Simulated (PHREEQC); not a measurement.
Solution (40 °C): 0.0074 mol/kgw H2SO4, 0.005 mol/kgw NiCl2 and 0.0056 mol/kgw MnSO4. Closed to the air; pH follows from the charge balance.

Model: ion-association model, wateq4f.dat, run in PHREEQC.

The ionic strength comes out as 0.0404 mol/kgw. What activity coefficients do H+, HSO4-, Ni+2, Mn+2, Cl- get?

H+ 0.86, HSO4- 0.83, Ni+2 0.47, Mn+2 0.50, Cl- 0.82.

No solid was allowed to form. Constants without temperature data keep their 25 °C values here.
